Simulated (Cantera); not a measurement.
# Adiabatic ignition

An adiabatic, constant-volume homogeneous reactor starts with 18.1 % CH4, 17.2 % O2, 64.7 % N2, at 1448 K and 240 Torr.

Computed with Cantera and GRI-Mech 3.0 (53 species, 325 reactions).

```csv
t (s),T (K),P (bar),x CH4,x O2,x H2O,x NO,x CH2O
1.00e-6,1448,0.320,0.181,0.172,3.66e-10,<1e-12,1.73e-11
3.13e-6,1448,0.320,0.181,0.172,4.69e-9,<1e-12,2.04e-10
9.83e-6,1448,0.320,0.181,0.172,2.70e-8,<1e-12,2.32e-9
3.08e-5,1448,0.320,0.181,0.172,1.31e-7,<1e-12,2.52e-8
9.65e-5,1448,0.320,0.181,0.172,9.27e-7,<1e-12,2.92e-7
0.000303,1448,0.320,0.181,0.172,9.29e-6,<1e-12,4.22e-6
0.000949,1448,0.320,0.181,0.172,0.000101,<1e-12,6.53e-5
0.00297,1455,0.322,0.179,0.171,0.00130,<1e-12,0.000721
0.00932,2617,0.697,5.75e-12,7.11e-5,0.117,0.000468,6.49e-9
0.0292,2617,0.697,5.71e-12,7.15e-5,0.117,0.000428,6.48e-9
0.0916,2617,0.697,5.71e-12,7.15e-5,0.117,0.000428,6.48e-9
0.287,2617,0.697,5.71e-12,7.15e-5,0.117,0.000428,6.48e-9
0.900,2617,0.697,5.71e-12,7.15e-5,0.117,0.000428,6.48e-9
```
x: mole fraction; the columns are a selection and need not sum to one.

```yaml
time_of_steepest_temperature_rise: 6.20 ms
temperature at 0.900 s: 2617 K
equilibrium_temperature: 2617 K
x(CH4) at 0.900 s: 5.71e-12 (gas-phase equilibrium 6.40e-12)
x(O2) at 0.900 s: 7.15e-5 (gas-phase equilibrium 7.15e-5)
x(H2O) at 0.900 s: 0.117 (gas-phase equilibrium 0.117)
```
